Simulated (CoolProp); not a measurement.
Properties of R245fa along the isotherm 166.85 °C.

Model: reference Helmholtz-energy equation of state, Akasaka 2015, in CoolProp.

```
p (MPa)  phase  density (kg/m³)  isothermal compressibility (1/MPa)
-------  -----  ---------------  ----------------------------------
0.114      gas            4.216                               8.855
0.228      gas            8.514                               4.471
0.342      gas            12.90                               3.011
0.456      gas            17.37                               2.282
0.57       gas            21.94                               1.846
0.685      gas            26.65                               1.554
0.799      gas            31.42                               1.348
0.913      gas            36.31                               1.195
1.03       gas            41.45                               1.073
1.14       gas            46.40                              0.9826
1.26       gas            51.95                              0.9026
1.37       gas            57.18                              0.8423
1.48       gas            62.55                              0.7917
1.6        gas            68.59                              0.7453
1.71       gas            74.29                              0.7094
1.83       gas            80.73                              0.6760
```
